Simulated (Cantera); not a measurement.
A Cantera script and what it prints.

```python
import numpy as np
import cantera as ct

gas_names = [...]  # 113 gases of nasa_gas.yaml made of C, Cu, H, O
cond_names = """
    C(gr) C6H6(L) C7H8(L) C8H18(L),n-octa Cu(cr) Cu(L) CuO(s) CuO2H2(s) Cu2O(s) Cu2O(L) H2O(s) H2O(L)
""".split()


# ... load() reads the species with a 1 bar reference pressure and builds the phases ...
atoms = {
    'Cu2O': {'Cu': 2, 'O': 1},
    'CO': {'C': 1, 'O': 1},
    'H2': {'H': 2},
}
top_T = {'C(gr)': 4500, 'CuO(s)': 1390}  # K; cautious upper limits of use, not melting points


# ... equilibrate(T, P, feed) seeds the gas with the atoms and calls Mixture.equilibrate('TP', solver="vcs", rtol=1e-11, max_steps=5000) ...
results = []
feed = {'Cu2O': 1, 'CO': 1.8, 'H2': 17}  # mol
T = 1300  # K
for P in [10, 42, 180, 750, 3200, 13000, 56000, 240000, 1000000]:
    mix = equilibrate(T, P, feed)
    results.append((T, P, feed, dict(zip(mix.species_names, mix.species_moles))))

top = {s: max(r[3][s] / sum(r[3][g] for g in gas_names) for r in results) for s in gas_names}
cols = sorted((s for s in top if top[s] > 0.001), key=lambda s: -top[s])[:8]
seen = [c for c in cond_names if any(r[3].get(c, 0) > 1e-12 for r in results)]
print("log10 of partial pressures in bar; condensed amounts in mol")
print(f"{'P/Pa':>10s}" + "".join(f"{s[:9]:>10s}" for s in cols + seen))
for T, P, feed, n in results:
    ng = sum(n[g] for g in gas_names)
    print(f"{P:10.4g}" + "".join(f"{np.log10(max(n[s] / ng * P / 1e5, 1e-99)):10.3f}" for s in cols)
          + "".join(f"{n.get(c, 0):10.4g}" for c in seen))
```

It prints:

```
log10 of partial pressures in bar; condensed amounts in mol
      P/Pa        H2        CO       H2O       CH4       CO2        Cu    Cu(cr)
        10    -4.069    -5.034    -5.301   -16.085    -6.512    -6.802      1.97
        42    -3.445    -4.410    -4.677   -14.214    -5.888    -6.802     1.993
       180    -2.813    -3.778    -4.045   -12.317    -5.256    -6.802     1.998
       750    -2.193    -3.158    -3.425   -10.458    -4.636    -6.802         2
      3200    -1.563    -2.528    -2.795    -8.567    -4.006    -6.802         2
   1.3e+04    -0.955    -1.919    -2.186    -6.741    -3.397    -6.802         2
   5.6e+04    -0.320    -1.285    -1.552    -4.839    -2.763    -6.802         2
   2.4e+05     0.311    -0.655    -0.916    -2.949    -2.128    -6.802         2
     1e+06     0.927    -0.060    -0.243    -1.180    -1.476    -6.802         2
```

Equilibrium computed with Cantera from the NASA thermochemical tables; the gas is ideal and each condensed phase is pure.
